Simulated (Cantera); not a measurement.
## Transport properties of process gases

Gas mixture: NH3 : C2H2 : CO : C2H6 = 0.61 : 0.58 : 0.87 : 0.48 (molar parts), at 20.0 Torr, frozen composition.

Cantera's kinetic-theory transport with the Lennard-Jones parameters of GRI-Mech 3.0, ideal gas; thermal conductivity in the multicomponent form. Polar gases are described roughly by these parameters. The composition is frozen, though it would react at the higher temperatures.

```csv
T (K),ρ (kg/m³),cp (J/kg/K),μ (µPa s),λ (mW/m/K),Pr,D (cm²/s) CH3,D (cm²/s) CO2,D (cm²/s) H
400,0.0203,1704,15.9,36.7,0.738,12.7,8.95,67.0
600,0.0135,2033,22.1,60.6,0.743,26.2,18.8,138
800,0.0101,2296,27.6,84.9,0.746,43.1,31.3,227
1000,0.00812,2514,32.5,109,0.748,63.1,46.1,333
1200,0.00676,2686,37.0,133,0.749,85.8,63.0,453
1400,0.00580,2824,41.2,155,0.749,111,81.9,587
1600,0.00507,2934,45.1,177,0.749,139,103,734
```
D: mixture-averaged diffusion coefficient of that species in the mixture.
